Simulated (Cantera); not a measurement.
## Thermodynamics of hydrogen reduction and annealing atmospheres, feed Fe3O4 + H2 + H2O

Charge: 1 mol Fe3O4, 0.53 mol H2, 0.9 mol H2O, at 675 K and 0.135 Torr.

Cantera equilibrium calculation (NASA polynomials, part measured and part estimated; ideal gas, pure solids and liquids). Candidate condensed phases: Fe, FeO, Fe(OH)2, Fe(OH)3, Fe2O3, Fe3O4, H2O; 12 gas species. Kinetics and transport are ignored.

The x(H2O) is 0.629, the x(H2) comes out as 0.371 and the n(Fe3O4(s)) comes out as 1.00 mol. The gas amount is 1.430 mol and the log10 activity of Fe(α) (absent) is -1.62. The log10 activity of Fe(OH)2(s) (absent) is -7.60 and the log10 activity of Fe(OH)3(s) (absent) comes out as -13.80.
